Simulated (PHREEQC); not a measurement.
A solution holds 0.68 mol/kgw CsOH and 0.0013 mol/kgw NaAlO2, at 25 °C. Closed to the air; pH follows from the charge balance.

The numbers come from PHREEQC with the ion-association model, wateq4f.dat.

Q: The ionic strength comes out as 0.681 mol/kgw. What activity coefficients do OH-, Al(OH)4-, Cs+, Na+ get?

A: OH- 0.61, Al(OH)4- 0.65, Cs+ 0.75, Na+ 0.71.

No solid was allowed to form.
